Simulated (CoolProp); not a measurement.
Vapour-liquid equilibrium of benzene (1) + ethylbenzene (2) at 336.4 K; x and y are mole fractions of (1).

Computed with CoolProp (multi-fluid Helmholtz-energy mixture model, Thol 2012 and Zhou 2012; pair parameters Bell 2016).

**Question.** Give the bubble pressure and the first vapour's composition at x = 0.5, 0.65, 0.8. Is there an azeotrope?

**Answer.** x = 0.5: 0.03138 MPa, y = 0.868; x = 0.65: 0.03939 MPa, y = 0.929; x = 0.8: 0.04765 MPa, y = 0.968. No azeotrope shows between x = 0.05 and 0.95.

Pair parameters are fitted to limited data, so mixtures are less certain than the pure fluids.
